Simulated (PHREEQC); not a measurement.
1 kg of water holding 0.3 mol KCl and 0.00091 mol CaSO4 is evaporated at 75 °C; the solids stay in contact with the brine. The system is closed to CO2. Solids allowed: Arcanite, Gypsum, Anhydrite, Misenite, Portlandite, Sylvite, Syngenite. Others were left out.

Model: Pitzer model, pitzer.dat, run in PHREEQC.

| water left (kg) | ionic strength | water activity | Sylvite (mol) | Syngenite (mol) |
|---|---|---|---|---|
| 1 | 0.304 | 0.990 | 0 | 0 |
| 0.8219 | 0.369 | 0.988 | 0 | 0 |
| 0.6755 | 0.449 | 0.986 | 0 | 0 |
| 0.5552 | 0.547 | 0.983 | 0 | 0 |
| 0.4563 | … | 0.979 | 0 | 0 |
| 0.375 | 0.810 | 0.974 | 0 | 0 |
| 0.3082 | 0.985 | 0.969 | 0 | 0 |
| 0.2082 | 1.46 | 0.954 | 0 | 0 |
| 0.1711 | 1.77 | 0.943 | 0 | 0 |
| 0.1407 | 2.16 | 0.931 | 0 | 0 |
| 0.1156 | 2.63 | … | 0 | 0 |
| 0.09502 | 3.20 | 0.896 | 0 | 0 |
| 0.07809 | 3.89 | 0.873 | 0 | 0 |
| 0.06418 | 4.73 | 0.844 | 0 | 0 |
| 0.05275 | 5.76 | 0.809 | 0 | 0 |
| 0.04335 | 6.71 | 0.777 | 0.0126 | 0 |
| 0.03564 | 6.73 | 0.777 | 0.0637 | 0 |
| 0.0293 | 6.76 | 0.776 | 0.106 | 0 |
| 0.02407 | 6.79 | 0.776 | 0.140 | 0 |
| 0.01627 | 6.85 | 0.776 | 0.192 | 2.85e-5 |
| 0.01337 | 6.86 | 0.776 | 0.211 | 0.000117 |
| 0.01099 | 6.87 | 0.776 | 0.227 | 0.000189 |
| 0.009026 | 6.88 | 0.776 | 0.240 | 0.000246 |
| 0.007421 | … | 0.776 | … | 0.000291 |
| 0.006087 | 6.91 | 0.775 | 0.259 | 0.000327 |
| 0.005006 | 6.94 | 0.775 | 0.266 | 0.000354 |

Question: What belongs in the gaps?

Answer: 
- 0.4563, ionic strength: 0.665
- 0.1156, water activity: 0.915
- 0.007421, ionic strength: 6.89
- 0.007421, Sylvite (mol): 0.250

Constants without temperature data keep their 25 °C values here.
